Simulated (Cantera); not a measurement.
## Equilibrium for fluorocarbon and chlorocarbon gases: CF₄ + H₂

A closed system holds: 1 mol CF₄, a varied amount of H₂, at 2373.15 K and 0.320 bar.

These are equilibrium values from Cantera (NASA tables, ideal gas, pure condensed phases), not measurements of a reactor. Candidate condensed phases: C, C₆H₆, C₇H₈, C₈H₁₈; 95 gas species. The tables' values for C₂F₄ are old estimates; treat these amounts as uncertain. Gases not in the tables: C₂F₆ and larger saturated fluorocarbons. Equilibrium is a limit: real reactors are often held back by kinetics, nucleation or transport.

From 0.097 mol H₂ to 0.24 mol H₂ nothing is condensed. From 0.27 mol H₂ to 0.46 mol H₂ the condensed part is C(graphite). The main C-bearing gas is CF₄ throughout.

| n(H₂) (mol) | log p CF₄ | log p HF | log p CF₂ | log p F | log p CF₃ | log p CF | log p C₂F₄ | log p CHF₃ | n C(graphite) |
|---|---|---|---|---|---|---|---|---|---|
| 0.097 | -0.67 | -1.32 | -1.49 | -1.65 | -2.28 | -3.96 | -5.41 | -5.76 | 0 |
| 0.11 | -0.69 | -1.27 | -1.46 | -1.67 | -2.28 | -3.91 | -5.35 | -5.69 | 0 |
| 0.13 | -0.71 | -1.21 | -1.42 | -1.70 | -2.27 | -3.84 | -5.27 | -5.59 | 0 |
| 0.14 | -0.72 | -1.18 | -1.40 | -1.72 | -2.27 | -3.81 | -5.24 | -5.54 | 0 |
| 0.16 | -0.74 | -1.14 | -1.37 | -1.74 | -2.26 | -3.75 | -5.17 | -5.47 | 0 |
| 0.19 | -0.78 | -1.08 | -1.33 | -1.78 | -2.26 | -3.67 | -5.09 | -5.37 | 0 |
| 0.21 | -0.80 | -1.05 | -1.30 | -1.81 | -2.25 | -3.62 | -5.04 | -5.31 | 0 |
| 0.24 | -0.83 | -1.00 | -1.27 | -1.84 | -2.26 | -3.56 | -4.98 | -5.23 | 0 |
| 0.27 | -0.86 | -0.97 | -1.26 | -1.86 | -2.26 | -3.53 | -4.95 | -5.19 | 0.00623 |
| 0.31 | -0.89 | -0.92 | -1.27 | -1.87 | -2.29 | -3.53 | -4.98 | -5.16 | 0.0262 |
| 0.36 | -0.93 | -0.88 | -1.29 | -1.88 | -2.31 | -3.54 | -5.02 | -5.13 | 0.0512 |
| 0.41 | -0.96 | -0.84 | -1.31 | -1.89 | -2.34 | -3.55 | -5.05 | -5.11 | 0.0766 |
| 0.46 | -1.00 | -0.81 | -1.33 | -1.89 | -2.37 | -3.56 | -5.09 | -5.10 | 0.102 |
log p: log10 of the partial pressure in bar; n: condensed amount in mol.
